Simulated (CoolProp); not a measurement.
Vapour-liquid equilibrium of n-heptane (1) + o-xylene (2) at 433.6 K; x and y are mole fractions of (1).

Computed with CoolProp (multi-fluid Helmholtz-energy mixture model, Span 2003 and Zhou 2012; pair parameters Bell 2016).

```tsv
x	bubble pressure (bar)	y at the bubble point	dew pressure at overall composition x (bar)	liquid density (mol/L)
0.05	1.736	0.158	1.585	7.008
0.15	2.126	0.371	1.724	6.832
0.25	2.478	0.511	1.887	6.659
0.35	2.801	0.613	2.081	6.490
0.45	3.103	0.693	2.314	6.325
0.55	3.393	0.761	2.595	6.163
0.65	3.674	0.820	2.936	6.006
0.75	3.953	0.875	3.344	5.851
0.85	4.233	0.926	3.824	5.700
0.95	4.517	0.976	4.369	5.552
```

No azeotrope shows between x = 0.05 and 0.95.

Pair parameters are fitted to limited data, so mixtures are less certain than the pure fluids.
